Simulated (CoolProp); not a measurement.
Saturation properties of R245fa (Tc = 427.0 K, pc = 3.651 MPa, ω = 0.378).

Model: reference Helmholtz-energy equation of state, Akasaka 2015, in CoolProp.

```json
[
 {"T (K)": "253.3", "p (MPa)": "0.01977", "vapour density (kg/m³)": "1.275"},
 {"T (K)": "271", "p (MPa)": "0.04826", "vapour density (kg/m³)": "2.945"},
 {"T (K)": "288.8", "p (MPa)": "0.1038", "vapour density (kg/m³)": "6.054"},
 {"T (K)": "306.5", "p (MPa)": "0.2003", "vapour density (kg/m³)": "11.30"},
 {"T (K)": "324.3", "p (MPa)": "0.3565", "vapour density (kg/m³)": "19.71"},
 {"T (K)": "342", "p (MPa)": "0.5909", "vapour density (kg/m³)": "32.49"},
 {"T (K)": "359.7", "p (MPa)": "0.9266", "vapour density (kg/m³)": "51.64"},
 {"T (K)": "377.5", "p (MPa)": "1.392", "vapour density (kg/m³)": "80.66"}
]
```

It boils at 288.2 K under 1 atm.
